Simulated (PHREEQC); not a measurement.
Dissolve 0.016 mol/kgw Cu(NO3)2, 0.026 mol/kgw HCl and 0.00031 mol/kgw KCl at 25 °C. Closed to the air; pH follows from the charge balance.

Equilibrium calculation in PHREEQC: ion-association model, wateq4f.dat.

No solid was allowed to form.

**Question.** Predict the pH.

**Answer.** pH 1.66.

**Question.** In which forms is Cl present?

**Answer.** Cl- 98 %, CuCl+ 1.8 % of the Cl.

Complexes and solids missing from the database can't appear.
